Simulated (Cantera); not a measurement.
Equilibrium for silicon carbide growth: CH₃SiCl₃ + C₂H₄ + H₂

Input: 1 mol CH₃SiCl₃, 0.24 mol C₂H₄, 1700 mol H₂, held at 0.133 bar.

Method: chemical equilibrium by Gibbs-energy minimisation in Cantera with the NASA 1993 tables (ideal gas, pure condensed phases). Candidate condensed phases: C, C₆H₆, C₇H₈, C₈H₁₈, Si, SiC; 109 gas species. The feed counts by its element totals alone. Gases not in the tables: Si₂H₆ and higher silanes. Kinetics and transport are ignored.

```csv
T (°C),x H₂,x H,x HCl,x Si,n SiC(s),n C(graphite)
700,0.998,2.96e-9,0.00176,<1e-12,0.997,0
800,0.998,3.83e-8,0.00176,<1e-12,1.000,0
900,0.998,3.23e-7,0.00176,<1e-12,1.000,0
1000,0.998,1.95e-6,0.00176,1.54e-12,1.000,0
1100,0.998,9.11e-6,0.00176,2.93e-11,1.000,0
1200,0.998,3.46e-5,0.00176,3.81e-10,1.000,0
1300,0.998,0.000111,0.00176,4.00e-9,1.000,0
1400,0.998,0.000312,0.00176,4.19e-8,0.999,0.00918
1500,0.997,0.000778,0.00176,4.13e-7,0.997,0
1600,0.996,0.00176,0.00176,3.55e-6,0.986,0
1700,0.994,0.00368,0.00175,2.45e-5,0.926,0
1800,0.991,0.00717,0.00174,0.000125,0.674,0
1900,0.984,0.0131,0.00173,0.000412,0,0
2000,0.975,0.0227,0.00171,0.000457,0,0
```
x: gas mole fraction; n: condensed amount in mol.

From 700 °C to 1300 °C the condensed part is SiC(s). At 1400 °C the condensed part is C(graphite) + SiC(s). From 1500 °C to 1800 °C the condensed part is SiC(s). From 1900 °C to 2000 °C nothing is condensed. The main Si-bearing gas is SiHCl₃ at 700 °C and Si at 2000 °C.
